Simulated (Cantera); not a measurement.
A closed system holds: 1 mol B2H6, 0.17 mol H2O, 140 mol N2, 0.21 mol O2, equilibrated at 1848 K and 0.000120 bar.

Method: chemical equilibrium by Gibbs-energy minimisation in Cantera with the NASA 1993 tables (ideal gas, pure condensed phases). Candidate condensed phases: B, BN, B2O3, B3O3H3, H2O; 39 gas species. The feed counts by its element totals alone. The numbers say what is thermodynamically allowed, not how fast it happens.

Base state: N2 0.971, H2 0.0185, H 0.00659, BO 0.00341, HBO 0.000567, B2O2 6.06e-5, B 2.11e-5 (mole fractions); condensed: BN(s).

What changes in the equilibrium state with this change: temperature from 1848 K to 2298.15 K?


```tsv
species	before	after
N2	0.971	0.946
H	0.00659	0.0389
B	2.11e-5	0.00945
H2	0.0185	0.00197
B2O2	6.06e-5	2.99e-7
BN	3.83e-7	5.59e-5
HBO	0.000567	1.79e-5
B2O	9.69e-6	1.27e-5
BO	0.00341	0.00395
BN(s), mol	1.41	0
```

What changes in the equilibrium state with this change: temperature from 1848 K to 1300 K?


```csv
species,before,after
N2,0.971,0.976
H2,0.0185,0.0218
B2O3,4.37e-8,0.000891
H,0.00659,1.49e-5
BO,0.00341,5.42e-6
B,2.11e-5,<1e-9
HBO2,5.55e-8,0.000585
HBO,0.000567,0.000220
"BN(s), mol",1.41,1.62
```
N2 is the only nitrogen source here; it is nearly inert below about 1500 K, so the nitride shown seldom forms there in practice.

What changes in the equilibrium state with this change: pressure from 0.000120 bar to 0.0180 bar?


```json
[
 {"species": "N2", "before": "0.971", "after": "0.975"},
 {"species": "H2", "before": "0.0185", "after": "0.0210"},
 {"species": "HBO", "before": "0.000567", "after": "0.00173"},
 {"species": "H", "before": "0.00659", "after": "0.000573"},
 {"species": "BO", "before": "0.00341", "after": "0.000798"},
 {"species": "B2O3", "before": "4.37e-8", "after": "0.000154"},
 {"species": "B", "before": "2.11e-5", "after": "1.14e-8"},
 {"species": "HBO2", "before": "5.55e-8", "after": "7.28e-5"},
 {"species": "B2O2", "before": "6.06e-5", "after": "0.000496"},
 {"species": "BN(s), mol", "before": "1.41", "after": "1.44"}
]
```
